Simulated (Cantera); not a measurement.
Cantera run, input and output.

```python
import numpy as np
import cantera as ct

gas = ct.Solution("gri30.yaml")
gas.TPX = 1425, 2666, {'H2': 0.054, 'O2': 1, 'H2O': 0.04}
reactor = ct.IdealGasConstPressureReactor(gas, energy="off", clone=False)
net = ct.ReactorNet([reactor])
net.rtol, net.atol = 1e-08, 1e-18
show = ['H2', 'O2', 'H', 'OH', 'H2O']
times = np.geomspace(0.0004, 2, 12)

steps = ct.SolutionArray(gas, extra=["t"])
rows = []
print(f"{'t/s':>10s}{'T/K':>9s}{'P/Pa':>11s}" + "".join(f"{s:>11s}" for s in show))
for t in times:
    while net.time < t:
        t_next = net.step()
        steps.append(gas.state, t=t_next)
    rows.append([np.interp(t, steps.t, y) for y in (steps.T, steps.P, *steps(*show).X.T)])
    print(f"{t:10.3e}{rows[-1][0]:9.1f}{rows[-1][1]:11.4g}" + "".join(f"{x:11.3e}" for x in rows[-1][2:]))
rate = np.gradient(steps.T, steps.t)
print("integrator steps:", len(steps.t))
if steps.T.max() > steps.T[0] + 200:
    print(f"time of steepest temperature rise: {steps.t[rate.argmax()]:.4e} s")
gas.TPX = 1425, 2666, {'H2': 0.054, 'O2': 1, 'H2O': 0.04}
gas.equilibrate("TP")
print(f"equilibrium (TP): T = {gas.T:.1f} K  " + "  ".join(f"{s} {gas[s].X[0]:.3e}" for s in show))
```

Output:

```
       t/s      T/K       P/Pa         H2         O2          H         OH        H2O
 4.000e-04   1425.0       2666  4.616e-02  9.115e-01  6.303e-04  1.333e-03  3.878e-02
 8.676e-04   1425.0       2666  1.566e-03  8.742e-01  6.553e-03  8.085e-03  7.710e-02
 1.882e-03   1425.0       2666  1.316e-03  8.764e-01  5.815e-03  7.652e-03  7.808e-02
 4.082e-03   1425.0       2666  1.149e-03  8.811e-01  4.682e-03  7.168e-03  7.933e-02
 8.854e-03   1425.0       2666  8.695e-04  8.887e-01  3.018e-03  6.259e-03  8.134e-02
 1.920e-02   1425.0       2666  5.114e-04  8.981e-01  1.329e-03  4.823e-03  8.379e-02
 4.166e-02   1425.0       2666  2.150e-04  9.057e-01  3.553e-04  3.140e-03  8.582e-02
 9.035e-02   1425.0       2666  6.786e-05  9.096e-01  6.239e-05  1.769e-03  8.700e-02
 1.960e-01   1425.0       2666  1.898e-05  9.111e-01  9.199e-06  9.376e-04  8.756e-02
 4.251e-01   1425.0       2666  5.460e-06  9.115e-01  1.421e-06  5.038e-04  8.782e-02
 9.221e-01   1425.0       2666  1.752e-06  9.117e-01  2.590e-07  2.858e-04  8.794e-02
 2.000e+00   1425.0       2666  6.848e-07  9.118e-01  6.345e-08  1.788e-04  8.800e-02
integrator steps: 1365
equilibrium (TP): T = 1425.0 K  H2 3.742e-07  O2 9.118e-01  H 2.573e-08  OH 1.323e-04  H2O 8.803e-02
```

Model: GRI-Mech 3.0 (53 species, 325 reactions), integrated in Cantera. Radical loss at walls, strong at low pressure, is not modelled. The temperature is held fixed by assumption; the heat of reaction is taken as removed at once.
